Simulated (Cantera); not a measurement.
Feed: 1 mol B₂H₆, 2.3 mol O₂, 0.35 mol N₂, held at 1.70 mbar.

Cantera equilibrium calculation (NASA polynomials, part measured and part estimated; ideal gas, pure solids and liquids). Candidate condensed phases: B, BN, B₂O₃, B₃O₃H₃, H₂O; 39 gas species. The feed counts by its element totals alone. Gases not in the tables: H₃BO₃. Equilibrium is a limit: real reactors are often held back by kinetics, nucleation or transport. All values below are at 850 K.

Base state: H₂O 0.476, H₂ 0.418, N₂ 0.105, (HBO₂)₃ 0.000896, HBO₂ 1.05e-5 (mole fractions); condensed: B₂O₃(l).

Q: What changes in the equilibrium state with this change: B₂H₆ replaced by B₂O₃?

A: 
| species | before | after |
|---|---|---|
| O₂ | <1e-9 | 0.868 |
| N₂ | 0.105 | 0.132 |
| H₂O | 0.476 | 0 |
| H₂ | 0.418 | 0 |
| (HBO₂)₃ | 0.000896 | 0 |
| HBO₂ | 1.05e-5 | 0 |
| B₂O₃(l), mol | 0.995 | 1.00 |
